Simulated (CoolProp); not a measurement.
A simple Rankine cycle with R123: condensing at 323.15 K, boiler at 2.32 MPa, turbine inlet 499 K, turbine efficiency 0.75, pump efficiency 0.6, no recuperator. Each further row changes one setting.

Values from CoolProp's reference Helmholtz-energy equation of state, Younglove 1994. It is a modified Benedict-Webb-Rubin equation, recast in Helmholtz form.

```
case                             thermal efficiency (%)  net work (kJ/kg)  heat in (kJ/kg)  turbine exit temperature (K)  volume ratio over the turbine
-------------------------------  ----------------------  ----------------  ---------------  ----------------------------  -----------------------------
as stated                                          13.4              38.0              283                         431.5                           11.2
condensing temperature 315.15 K                    14.5              42.2              291                         425.9                           14.3
boiler pressure 1.62 MPa                           11.8              34.3              290                             …                           7.54
turbine efficiency 0.65                               …              32.6              283                             …                           11.4
```

### Question
Fill in the missing entries.

### Answer

- boiler pressure 1.62 MPa, turbine exit temperature (K): 444.3
- turbine efficiency 0.65, thermal efficiency (%): 11.5
- turbine efficiency 0.65, turbine exit temperature (K): 438.0
